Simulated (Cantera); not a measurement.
A freely propagating, adiabatic, planar premixed flame of CH₄ : C₂H₆ : C₃H₈ : O₂ : N₂ = 1 : 0.041 : 0.74 : 6.49 : 24.4 (molar parts), equivalence ratio 0.90, unburnt at 575 K and 0.133 bar; mixture-averaged transport, grid criteria slope 0.08 and curve 0.16, no radiation.

Detailed kinetics in Cantera: GRI-Mech 3.0 (53 species, 325 reactions). GRI-Mech 3.0 was tuned for natural gas; its chemistry of propane as a main component is partial and can be far from experiment. Burning velocities carry a grid error of a few per cent, more on coarse grids.

Question: How do the results move with these cheaper or finer settings: unity-Lewis-number transport; multicomponent transport; multicomponent+Soret transport; grid criteria slope 0.5, curve 1; grid criteria slope 0.25, curve 0.5; grid criteria slope 0.03, curve 0.06?

Answer: 
```
setting                               laminar burning velocity  thermal thickness  peak x(H₂)  peak x(CH₂O)  grid points
------------------------------------  ------------------------  -----------------  ----------  ------------  -----------
as above                                              175 cm/s            1.84 mm      0.0241       0.00133          159
unity-Lewis-number transport                          118 cm/s            2.21 mm      0.0214       0.00104          143
multicomponent transport                              175 cm/s            1.86 mm      0.0242       0.00133          159
multicomponent+Soret transport                        173 cm/s            1.85 mm      0.0230       0.00133          159
grid criteria slope 0.5, curve 1                      199 cm/s            2.19 mm      0.0240       0.00127           51
grid criteria slope 0.25, curve 0.5                   182 cm/s            1.94 mm      0.0240       0.00131           74
grid criteria slope 0.03, curve 0.06                  173 cm/s            1.82 mm      0.0237       0.00133          370
```
The base run took very roughly 30 core-seconds.
Unity Lewis numbers drop preferential diffusion, which matters most where H2 and H carry the flame; Soret adds thermal diffusion.
